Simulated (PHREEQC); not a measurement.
## Nickel, zinc or cadmium bath (model solution)

Dissolve 0.045 mol CdCl2 per kg of water at 25 °C. Closed to the air; pH follows from the charge balance.

Model: ion-association model, wateq4f.dat, run in PHREEQC.

This is a speciation only: nothing precipitates in the calculation.

**Question.** What pH, ionic strength does the model give?

**Answer.** pH 5.54; ionic strength 0.0672 mol/kgw.

**Question.** In which forms is Cd present?

**Answer.** CdCl+ 62 %, Cd+2 29 %, CdCl2 8.7 % of the Cd.

Species that the database lacks are ignored.
